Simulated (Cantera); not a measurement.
An adiabatic, constant-volume homogeneous reactor starts with H2 : O2 : N2 = 1 : 0.588 : 2.21 (molar parts), at 1623 K and 99000 Pa.

Cantera simulation using the H2/O2 subset of GRI-Mech 3.0, which has no nitrogen chemistry; the numbers are that mechanism's predictions, not measurements.

x: mole fraction; the columns are a selection and need not sum to one.

| t (s) | T (K) | P (bar) | x H2 | x O2 | x H2O | x HO2 | x H2O2 | x H | x O |
|---|---|---|---|---|---|---|---|---|---|
| 7.00e-6 | 1633 | 0.996 | 0.246 | 0.147 | 0.0120 | 3.37e-5 | 4.57e-7 | 0.00991 | 0.00170 |
| 2.03e-5 | 2285 | 1.34 | 0.0514 | 0.0424 | 0.172 | 1.42e-5 | 4.37e-7 | 0.0652 | 0.0301 |
| 5.87e-5 | 2886 | 1.63 | 0.0420 | 0.0340 | 0.208 | 1.40e-5 | … | … | … |
| 0.000170 | 2982 | 1.67 | 0.0391 | 0.0327 | 0.215 | 1.69e-5 | 8.48e-7 | 0.0230 | 0.0150 |
| 0.000492 | 2982 | 1.67 | 0.0391 | 0.0327 | 0.215 | 1.69e-5 | 8.48e-7 | 0.0230 | 0.0150 |
| 0.00142 | 2982 | 1.67 | 0.0391 | 0.0327 | 0.215 | 1.69e-5 | 8.48e-7 | 0.0230 | 0.0150 |
| 0.00412 | 2982 | 1.67 | 0.0391 | 0.0327 | 0.215 | 1.69e-5 | 8.48e-7 | 0.0230 | 0.0150 |
| 0.0119 | 2982 | 1.67 | 0.0391 | 0.0327 | 0.215 | 1.69e-5 | 8.48e-7 | 0.0230 | 0.0150 |
| 0.0345 | 2982 | 1.67 | 0.0391 | 0.0327 | 0.215 | 1.69e-5 | 8.48e-7 | 0.0230 | 0.0150 |
| 0.100 | 2982 | 1.67 | 0.0391 | 0.0327 | 0.215 | 1.69e-5 | 8.48e-7 | 0.0230 | 0.0150 |

**Question.** Fill in the missing entries.

**Answer.** 
- 5.87e-5, x H2O2: 6.00e-7
- 5.87e-5, x H: 0.0278
- 5.87e-5, x O: 0.0171
